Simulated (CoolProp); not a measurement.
Vapour pressure (MPa) of sulfur dioxide: the reference equation beside estimates from Tc = 157.5 °C, pc = 7.887 MPa, ω = 0.256. Clausius-Clapeyron is anchored at 57.35 °C with a constant enthalpy of vaporisation of 20.50 kJ/mol.

Values from CoolProp's reference Helmholtz-energy equation of state, Gao 2016.

```csv
T (°C),reference,Lee-Kesler,Clausius-Clapeyron,Soave-Redlich-Kwong,Peng-Robinson
52.45,0.9005,0.9038,0.9187,0.9047,0.8956
57.35,1.028,1.032,1.028,1.034,1.022
62.25,1.168,1.173,1.146,1.176,1.162
67.15,1.323,1.328,1.274,1.333,1.316
72.05,1.492,1.497,1.412,1.504,1.485
76.85,1.672,1.678,1.558,1.688,1.666
81.75,1.873,1.878,1.717,1.892,1.867
86.65,2.091,2.096,1.887,2.114,2.086
91.55,2.327,2.332,2.069,2.354,2.324
96.45,2.583,2.587,2.263,2.614,2.581
101.35,2.858,2.862,2.470,2.895,2.859
106.15,3.149,3.152,2.684,3.191,3.152
111.05,3.468,3.470,2.916,3.515,3.474
115.95,3.810,3.811,3.162,3.862,3.820
120.85,4.177,4.178,3.421,4.234,4.191
```

Absolute difference from the reference over all 15 rows, mean and median: Lee-Kesler 0.2 and 0.2 %, Clausius-Clapeyron 9.4 and 9.8 %, Soave-Redlich-Kwong 1.0 and 1.1 %, Peng-Robinson 0.3 and 0.3 %.
